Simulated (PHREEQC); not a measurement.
Make-up at 81 °C: 0.28 mol NH4F per kg of water. Closed to the air; pH follows from the charge balance.

Model: ion-association model, wateq4f.dat, run in PHREEQC.

Precipitation was switched off in this run.

### Question
Predict the pH.

### Answer
pH 5.88.

Complexes and solids missing from the database can't appear. At this temperature some constants are extrapolated from 25 °C, and those without enthalpy data are left unchanged.
